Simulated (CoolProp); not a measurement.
A single-stage vapour-compression cycle with hydrogen chloride: evaporating at 239.15 K (dew point), condensing at 283.15 K (bubble point), superheat 5 K, subcooling 5 K, compressor efficiency 0.8, no pressure losses. Each further row changes one setting.

Values from CoolProp's reference Helmholtz-energy equation of state, Thol 2018.

| case | cooling COP | pressure ratio | discharge temperature (K) | refrigerating effect (kJ/kg) | volumetric capacity (kJ/m³) |
|---|---|---|---|---|---|
| as stated | 3.35 | 3.53 | 366.7 | 309 | 5960 |
| evaporating temperature 244.15 K | 3.95 | 2.99 | 354.0 | (withheld) | (withheld) |
| condensing temperature 278.15 K | (withheld) | (withheld) | (withheld) | 319 | 6150 |
| subcooling 10 K | (withheld) | 3.53 | 366.7 | 320 | 6150 |
| superheat 15 K | (withheld) | 3.53 | 383.8 | 320 | 5810 |
| compressor efficiency 0.7 | 2.93 | 3.53 | (withheld) | 309 | 5960 |

Task: Complete the blanks.

Result: 
- evaporating temperature 244.15 K, refrigerating effect (kJ/kg): 310
- evaporating temperature 244.15 K, volumetric capacity (kJ/m³): 7020
- condensing temperature 278.15 K, cooling COP: 3.91
- condensing temperature 278.15 K, pressure ratio: 3.12
- condensing temperature 278.15 K, discharge temperature (K): 352.2
- subcooling 10 K, cooling COP: 3.46
- superheat 15 K, cooling COP: 3.26
- compressor efficiency 0.7, discharge temperature (K): 380.2
